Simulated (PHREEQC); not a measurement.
Leach liquor

Solution (71 °C): 0.065 mol H2SO4, 0.0001 mol FeSO4 and 0.0018 mol MgSO4 per kg of water. Closed to the air; pH follows from the charge balance.

The numbers come from PHREEQC with the ion-association model, wateq4f.dat.

This is a speciation only: nothing precipitates in the calculation.

Estimate the pH.

pH 1.24.

In which forms is Mg present?

Mg+2 61 %, MgSO4 39 % of the Mg.

Away from 25 °C the constants follow the database's enthalpies or fits; those with neither stay at their 25 °C values.
